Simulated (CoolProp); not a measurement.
The numbers come from the reference Helmholtz-energy equation of state, Lemmon 2006 in CoolProp. It is a short technical equation, of lower accuracy than the large ones.

Q: For carbon monoxide, give the phase and the cv (kJ/(kg K)) at 182.3 K and 187 kPa; 182.3 K and 2560 kPa.

A: 
- 182.3 K and 187 kPa: gas; cv 0.744
- 182.3 K and 2560 kPa: gas; cv 0.769
